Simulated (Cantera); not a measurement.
Input (Python, Cantera) and output of one run.

```python
import numpy as np
import cantera as ct

gas_names = """
    H HNO HNO2 HNO3 HO2 H2 H2O H2O2 N NH NH2 NH3 NH2OH NO NO2 NO3 N2 N2H2 N2H4 N2O O OH O2 O3 Si SiH
    SiH2 SiH3 SiH4 SiN SiO SiO2 Si2 Si2N Si3
""".split()
cond_names = """
    H2O(s) H2O(L) Si(cr) Si(L) SiO2(Lqz) SiO2(hqz) SiO2(L) Si2N2O(s) Si3N4(a)
""".split()


# ... load() reads the species with a 1 bar reference pressure and builds the phases ...
atoms = {
    'Si3N4': {'Si': 3, 'N': 4},
    'H2O': {'H': 2, 'O': 1},
    'H2': {'H': 2},
}
top_T = {'Si2N2O(s)': 2100, 'Si3N4(a)': 2400}  # K; cautious upper limits of use, not melting points


# ... equilibrate(T, P, feed) seeds the gas with the atoms and calls Mixture.equilibrate('TP', solver="vcs", rtol=1e-11, max_steps=5000) ...
results = []
feed = {'Si3N4': 1, 'H2O': 1.1, 'H2': 1.5}  # mol
P = 9200  # Pa
for T in [1225, 1325, 1425, 1525, 1625, 1725, 1825, 1925, 2025, 2125]:
    mix = equilibrate(T, P, feed)
    results.append((T, P, feed, dict(zip(mix.species_names, mix.species_moles))))

top = {s: max(r[3][s] / sum(r[3][g] for g in gas_names) for r in results) for s in gas_names}
cols = sorted((s for s in top if top[s] > 1e-06), key=lambda s: -top[s])[:5]
seen = [c for c in cond_names if any(r[3].get(c, 0) > 1e-12 for r in results)]
print("log10 of partial pressures in bar; condensed amounts in mol")
print(f"{'T/K':>10s}" + "".join(f"{s[:9]:>10s}" for s in cols + seen))
for T, P, feed, n in results:
    ng = sum(n[g] for g in gas_names)
    print(f"{T:10.4g}" + "".join(f"{np.log10(max(n[s] / ng * P / 1e5, 1e-99)):10.3f}" for s in cols)
          + "".join(f"{n.get(c, 0):10.4g}" for c in seen))
```

Output:

```
log10 of partial pressures in bar; condensed amounts in mol
       T/K        H2        N2       SiO         H        Si     Si(L) Si2N2O(s)  Si3N4(a)
      1225    -1.094    -1.944   -11.392    -7.053   -14.975         0       1.1    0.2667
      1325    -1.094    -1.944    -9.520    -6.333   -12.744         0       1.1    0.2667
      1425    -1.094    -1.944    -7.916    -5.713   -10.830         0       1.1    0.2667
      1525    -1.094    -1.944    -6.527    -5.173    -9.171         0       1.1    0.2667
      1625    -1.094    -1.944    -5.313    -4.698    -7.719         0       1.1    0.2667
      1725    -1.094    -1.944    -4.243    -4.278    -6.438         0     1.098    0.2673
      1825    -1.107    -1.881    -3.315    -3.909    -5.342   0.09747     1.084    0.2394
      1925    -1.214    -1.587    -2.328    -3.626    -4.759    0.9984    0.9004         0
      2025    -1.380    -1.492    -1.752    -3.406    -4.235     1.895         0         0
      2125    -1.384    -1.494    -1.753    -3.132    -3.760     1.886         0         0
```

Cantera equilibrium calculation (NASA polynomials, part measured and part estimated; ideal gas, pure solids and liquids). Mutual solubility and eutectic melting of coexisting phases are not modelled. The tables' values for SiN are old estimates; treat these amounts as uncertain. Gases not in the tables: Si2H6 and higher silanes.
